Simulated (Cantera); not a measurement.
Input (Python, Cantera) and output of one run.

```python
import numpy as np
import cantera as ct

gas_names = """
    CL CL2 H HCL H2 Si SiCL SiCL2 SiCL3 SiCL4 SiH SiHCL3 SiH2 SiH2CL2 SiH3 SiH3CL SiH4 Si2 Si3
""".split()
cond_names = """
    Si(cr) Si(L)
""".split()


# ... load() reads the species with a 1 bar reference pressure and builds the phases ...
atoms = {
    'SiCl4': {'Si': 1, 'CL': 4},
    'HCl': {'H': 1, 'CL': 1},
    'H2': {'H': 2},
}
top_T = {}  # K; cautious upper limits of use, not melting points


# ... equilibrate(T, P, feed) seeds the gas with the atoms and calls Mixture.equilibrate('TP', solver="vcs", rtol=1e-11, max_steps=5000) ...
results = []
feed = {'SiCl4': 1, 'HCl': 0.69, 'H2': 8.8}  # mol
P = 19000  # Pa
for T in [798, 873, 948, 1023, 1098, 1173, 1248, 1323, 1398, 1473, 1548, 1623]:
    mix = equilibrate(T, P, feed)
    results.append((T, P, feed, dict(zip(mix.species_names, mix.species_moles))))
    x = sorted(zip(gas.X, gas.species_names), reverse=True)
    print(f"T = {T:g} K  P = {P:g} Pa  gas = {mix.phase_moles(0):.4g} mol")
    print("   x: " + "  ".join(f"{s} {v:.3e}" for v, s in x if v > 1e-06))
    print("   condensed (mol): " + ("  ".join(f"{mix.phase(i).name} {mix.phase_moles(i):.4g}"
          for i in range(1, mix.n_phases) if mix.phase_moles(i) > 1e-12) or "none"))
```

It prints:

```
T = 798 K  P = 19000 Pa  gas = 10.49 mol
   x: H2 8.378e-01  SiCL4 9.428e-02  HCL 6.682e-02  SiHCL3 1.041e-03  SiCL3 1.736e-06
   condensed (mol): none
T = 873 K  P = 19000 Pa  gas = 10.49 mol
   x: H2 8.364e-01  SiCL4 9.287e-02  HCL 6.824e-02  SiHCL3 2.438e-03  SiCL3 1.633e-05  SiH2CL2 5.833e-06
   condensed (mol): none
T = 948 K  P = 19000 Pa  gas = 10.49 mol
   x: H2 8.339e-01  SiCL4 9.039e-02  HCL 7.074e-02  SiHCL3 4.799e-03  SiCL3 1.035e-04  SiH2CL2 2.579e-05  SiCL2 4.013e-06
   condensed (mol): none
T = 1023 K  P = 19000 Pa  gas = 10.49 mol
   x: H2 8.300e-01  SiCL4 8.654e-02  HCL 7.466e-02  SiHCL3 8.142e-03  SiCL3 4.762e-04  SiH2CL2 8.482e-05  SiCL2 5.534e-05
   condensed (mol): none
T = 1098 K  P = 19000 Pa  gas = 10.5 mol
   x: H2 8.240e-01  SiCL4 8.084e-02  HCL 8.075e-02  SiHCL3 1.201e-02  SiCL3 1.660e-03  SiCL2 4.794e-04  SiH2CL2 2.133e-04  SiH3CL 1.004e-06
   condensed (mol): none
T = 1173 K  P = 19000 Pa  gas = 10.54 mol
   x: H2 8.141e-01  HCL 9.107e-02  SiCL4 7.232e-02  SiHCL3 1.507e-02  SiCL3 4.416e-03  SiCL2 2.659e-03  SiH2CL2 4.018e-04  SiH3CL 2.908e-06
   condensed (mol): none
T = 1248 K  P = 19000 Pa  gas = 10.64 mol
   x: H2 7.971e-01  HCL 1.089e-01  SiCL4 5.990e-02  SiHCL3 1.545e-02  SiCL2 9.324e-03  SiCL3 8.799e-03  SiH2CL2 5.413e-04  SiH3CL 5.259e-06
   condensed (mol): none
T = 1323 K  P = 19000 Pa  gas = 10.8 mol
   x: H2 7.727e-01  HCL 1.347e-01  SiCL4 4.419e-02  SiCL2 2.177e-02  SiCL3 1.326e-02  SiHCL3 1.286e-02  SiH2CL2 5.365e-04  SiH3CL 6.325e-06  H 3.198e-06
   condensed (mol): none
T = 1398 K  P = 19000 Pa  gas = 10.99 mol
   x: H2 7.452e-01  HCL 1.638e-01  SiCL2 3.772e-02  SiCL4 2.810e-02  SiCL3 1.575e-02  SiHCL3 8.973e-03  SiH2CL2 4.305e-04  H 9.371e-06  SiH3CL 5.939e-06  CL 1.697e-06
   condensed (mol): none
T = 1473 K  P = 19000 Pa  gas = 11.17 mol
   x: H2 7.209e-01  HCL 1.895e-01  SiCL2 5.316e-02  SiCL3 1.538e-02  SiCL4 1.523e-02  SiHCL3 5.440e-03  SiH2CL2 3.047e-04  H 2.464e-05  CL 5.252e-06  SiH3CL 4.985e-06
   condensed (mol): none
T = 1548 K  P = 19000 Pa  gas = 11.3 mol
   x: H2 7.038e-01  HCL 2.076e-01  SiCL2 6.509e-02  SiCL3 1.297e-02  SiCL4 7.237e-03  SiHCL3 2.996e-03  SiH2CL2 2.021e-04  H 5.926e-05  CL 1.396e-05  SiH3CL 4.038e-06  SiCL 2.829e-06
   condensed (mol): none
T = 1623 K  P = 19000 Pa  gas = 11.38 mol
   x: H2 6.936e-01  HCL 2.184e-01  SiCL2 7.294e-02  SiCL3 1.002e-02  SiCL4 3.210e-03  SiHCL3 1.580e-03  H 1.321e-04  SiH2CL2 1.312e-04  CL 3.275e-05  SiCL 7.906e-06  SiH3CL 3.267e-06  SiH2 1.360e-06
   condensed (mol): none
```

These are equilibrium values from Cantera (NASA tables, ideal gas, pure condensed phases), not measurements of a reactor. The tables' values for SiCl3 are old estimates; treat these amounts as uncertain.
